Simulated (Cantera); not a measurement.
A Cantera script and what it prints.

```python
import numpy as np
import cantera as ct

gas_names = """
    H H2 N NH NH2 NH3 N2 N2H2 N2H4 Si SiH SiH2 SiH3 SiH4 SiN Si2 Si2N Si3
""".split()
cond_names = """
    Si(cr) Si(L) Si3N4(a)
""".split()


# ... load() reads the species with a 1 bar reference pressure and builds the phases ...
atoms = {
    'Si3N4': {'Si': 3, 'N': 4},
    'H2': {'H': 2},
}
top_T = {'Si3N4(a)': 2400}  # K; cautious upper limits of use, not melting points


# ... equilibrate(T, P, feed) seeds the gas with the atoms and calls Mixture.equilibrate('TP', solver="vcs", rtol=1e-11, max_steps=5000) ...
results = []
feed = {'Si3N4': 1, 'H2': 0.042}  # mol
T = 1625  # K
for P in [1, 16, 250, 4000, 63000, 1000000]:
    mix = equilibrate(T, P, feed)
    results.append((T, P, feed, dict(zip(mix.species_names, mix.species_moles))))

top = {s: max(r[3][s] / sum(r[3][g] for g in gas_names) for r in results) for s in gas_names}
cols = sorted((s for s in top if top[s] > 0.0001), key=lambda s: -top[s])[:6]
seen = [c for c in cond_names if any(r[3].get(c, 0) > 1e-12 for r in results)]
print("log10 of partial pressures in bar; condensed amounts in mol")
print(f"{'P/Pa':>10s}" + "".join(f"{s[:9]:>10s}" for s in cols + seen))
for T, P, feed, n in results:
    ng = sum(n[g] for g in gas_names)
    print(f"{P:10.4g}" + "".join(f"{np.log10(max(n[s] / ng * P / 1e5, 1e-99)):10.3f}" for s in cols)
          + "".join(f"{n.get(c, 0):10.4g}" for c in seen))
```

Result:

```
log10 of partial pressures in bar; condensed amounts in mol
      P/Pa        H2        N2        Si         H    Si(cr)  Si3N4(a)
         1    -6.729    -5.017    -6.788    -7.516     2.965         0
        16    -5.492    -3.806    -6.788    -6.897     2.998         0
       250    -2.690    -3.340    -6.788    -5.497   0.01411    0.9953
      4000    -1.403    -3.340    -6.788    -4.853 0.0007279    0.9998
   6.3e+04    -0.201    -3.340    -6.788    -4.252 4.543e-05         1
     1e+06     1.000    -3.340    -6.788    -3.652 2.187e-06         1
```

Method: chemical equilibrium by Gibbs-energy minimisation in Cantera with the NASA 1993 tables (ideal gas, pure condensed phases). Mutual solubility and eutectic melting of coexisting phases are not modelled. The tables' values for SiN are old estimates; treat these amounts as uncertain. Gases not in the tables: Si2H6 and higher silanes.
